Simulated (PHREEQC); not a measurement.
A made-up water analysis in mg/L, 91 °C, pH 6.59, pe 8.1: Na 0.00657; K 0.0404; Ca 0.132; Mg 0.00159; Cl 0.00939; S(6) as SO4 0.0923; Alkalinity as HCO3 0.358; Pb 0.0362; Br 0.00292; O(0) (dissolved oxygen) 0.0011; Ba 0.00115.

Valence states are taken as typed.

Model: ion-association model, wateq4f.dat, run in PHREEQC.

Each row changes one thing in this solution. This is a speciation only: nothing precipitates in the calculation.

| case | HCO3- (mol/kgw) | CO2 (mol/kgw) | Pb+2 (mol/kgw) | PbOH+ (mol/kgw) | PbCO3 (mol/kgw) | CO3-2 (mol/kgw) | SI of Pb(OH)2 (Pb(OH)2) | SI of Cerrusite (PbCO3) |
|---|---|---|---|---|---|---|---|---|
| as made | 4.59e-6 | 2.83e-6 | 1.59e-7 | 1.19e-8 | 3.51e-9 | 1.32e-9 | +0.08 | -3.21 |
| Cl from 0.00939 to 0.0282 mg/L | 4.59e-6 | 2.83e-6 | 1.59e-7 | 1.19e-8 | 3.51e-9 | 1.32e-9 | +0.08 | -3.21 |
| all concentrations times 3 at the same typed pH | 1.62e-5 | 9.94e-6 | 4.52e-7 | 3.34e-8 | [?] | 4.70e-9 | +0.53 | -2.22 |
| Alkalinity from 0.358 to 0.179 mg/L | 1.67e-6 | 1.03e-6 | 1.61e-7 | 1.21e-8 | [?] | 4.80e-10 | +0.09 | -3.64 |

Complete the blanks.


- all concentrations times 3 at the same typed pH, PbCO3 (mol/kgw): 3.46e-8
- Alkalinity from 0.358 to 0.179 mg/L, PbCO3 (mol/kgw): 1.29e-9

Complexes and solids missing from the database can't appear. Some of these states are supersaturated (in Pb(OH)2, for instance). Constants without temperature data keep their 25 °C values here.
